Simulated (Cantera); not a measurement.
# Hydrocarbon pyrolysis for carbon deposition

An isothermal, constant-pressure homogeneous reactor starts with C2H4 : H2 = 1 : 11 (molar parts), at 1450 K and 2500 Pa.

Computed with Cantera and GRI-Mech 3.0 (53 species, 325 reactions). GRI-Mech 3.0 was tuned for natural gas; its chemistry of ethylene as a main component is partial and can be far from experiment. GRI-Mech 3.0 stops at C3 and has no aromatics, soot or wall deposition, so with more carbon than oxygen in the feed, carbon stays in small species such as C2H2 where larger ones or solid carbon would form. Radical loss at walls, strong at low pressure, is not modelled.

```tsv
t (s)	x C2H4	x H2	x C2H6	x C2H	x CH4	x CH3	x C2H2
0.000800	0.0833	0.917	1.74e-9	<1e-12	5.84e-11	8.97e-12	5.52e-5
0.00154	0.0832	0.917	4.34e-9	<1e-12	2.84e-10	2.31e-11	0.000106
0.00295	0.0831	0.917	1.18e-8	<1e-12	1.45e-9	6.37e-11	0.000205
0.00566	0.0829	0.917	3.48e-8	<1e-12	7.89e-9	1.88e-10	0.000397
0.0109	0.0825	0.917	1.07e-7	<1e-12	4.53e-8	5.82e-10	0.000774
0.0208	0.0817	0.917	3.35e-7	2.96e-12	2.70e-7	1.84e-9	0.00154
0.0400	0.0799	0.917	1.07e-6	1.50e-11	1.65e-6	6.07e-9	0.00319
0.0768	0.0753	0.917	3.24e-6	9.28e-11	1.03e-5	2.09e-8	0.00736
0.147	0.0636	0.918	5.42e-6	4.09e-10	4.93e-5	4.99e-8	0.0182
0.283	0.0434	0.920	4.21e-6	9.47e-10	0.000129	7.54e-8	0.0368
0.543	0.0199	0.921	2.15e-6	1.77e-9	0.000225	1.15e-7	0.0584
1.04	0.00365	0.923	5.11e-7	3.58e-9	0.000299	2.18e-7	0.0734
2.00	0.000833	0.923	1.42e-7	6.68e-9	0.000336	4.37e-7	0.0760
```
x: mole fraction; the columns are a selection and need not sum to one.

Equilibrium at this temperature and pressure: C2H4 0.000787, H2 0.918, C2H6 2.31e-7, C2H 6.22e-9, CH4 0.00876, CH3 1.11e-5, C2H2 0.0725 (gas phase only).
